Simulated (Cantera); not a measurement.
Input: 1 mol CCl₄, 0.29 mol HCl, 15 mol H₂, 0.066 mol CH₄, at 775 K and 1.05 Torr.

Method: chemical equilibrium by Gibbs-energy minimisation in Cantera with the NASA 1993 tables (ideal gas, pure condensed phases). Candidate condensed phases: C, C₆H₆, C₇H₈, C₈H₁₈; 91 gas species. The numbers say what is thermodynamically allowed, not how fast it happens.

Base state: H₂ 0.752, HCl 0.247, CH₄ 0.00162 (mole fractions); condensed: C(graphite).

Task: What changes in the equilibrium state with this change: H₂ from 15 to 0.11 mol?

Result: 
```json
[
 {"species": "Cl₂", "before": "<1e-9", "after": "0.694"},
 {"species": "HCl", "before": "0.247", "after": "0.306"},
 {"species": "Cl", "before": "<1e-9", "after": "0.000114"},
 {"species": "H₂", "before": "0.752", "after": "<1e-9"},
 {"species": "CH₄", "before": "0.00162", "after": "<1e-9"},
 {"species": "CCl₄", "before": "<1e-9", "after": "0.000108"},
 {"species": "C(graphite), mol", "before": "1.04", "after": "1.07"}
]
```
Gases not in the tables: chlorinated aromatics.
